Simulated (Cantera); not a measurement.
An isothermal, constant-pressure homogeneous reactor starts with N₂O : H₂O = 1 : 0.039 (molar parts), at 1223 K and 0.260 bar.

Model: GRI-Mech 3.0 (53 species, 325 reactions), integrated in Cantera. GRI-Mech 3.0 was tuned for natural gas; its chemistry of N2O as a main component is partial and can be far from experiment. The mechanism lacks the step 2 NO + O2 → 2 NO2, which can matter for NO2 below about 1400 K. The temperature is held fixed by assumption; the heat of reaction is taken as removed at once.

x: mole fraction; the columns are a selection and need not sum to one.

```tsv
t (s)	x N₂O	x H₂O	x O₂	x H₂	x NO	x H₂O₂	x N₂
8.00e-6	0.962	0.0375	1.58e-7	<1e-12	4.08e-8	<1e-12	1.26e-6
2.87e-5	0.962	0.0375	1.53e-6	<1e-12	3.94e-7	<1e-12	5.49e-6
0.000103	0.962	0.0375	9.61e-6	2.51e-11	2.48e-6	4.15e-12	2.38e-5
0.000368	0.962	0.0375	4.08e-5	8.18e-10	1.05e-5	3.42e-10	9.21e-5
0.00132	0.962	0.0375	0.000154	1.31e-8	3.89e-5	?	0.000340
0.00473	0.961	0.0375	0.000571	7.99e-8	0.000131	?	0.00124
0.0169	0.955	0.0374	0.00207	1.56e-7	0.000421	?	0.00449
0.0607	0.938	0.0372	0.00736	9.04e-8	0.00144	?	0.0159
0.217	0.878	0.0365	0.0254	5.29e-8	0.00514	?	0.0541
0.779	0.704	0.0343	0.0786	4.43e-8	0.0162	?	0.166
2.79	0.356	0.0298	0.186	4.55e-8	0.0377	?	0.391
10.0	0.0582	0.0261	0.279	3.14e-8	0.0530	?	0.584
```

Task: Some entries are withheld; supply them.

Result: 
- 0.00132, x H₂O₂: 3.01e-8
- 0.00473, x H₂O₂: 1.39e-7
- 0.0169, x H₂O₂: 6.57e-8
- 0.0607, x H₂O₂: 2.98e-8
- 0.217, x H₂O₂: 1.43e-8
- 0.779, x H₂O₂: 1.08e-8
- 2.79, x H₂O₂: 8.71e-9
- 10.0, x H₂O₂: 4.36e-9
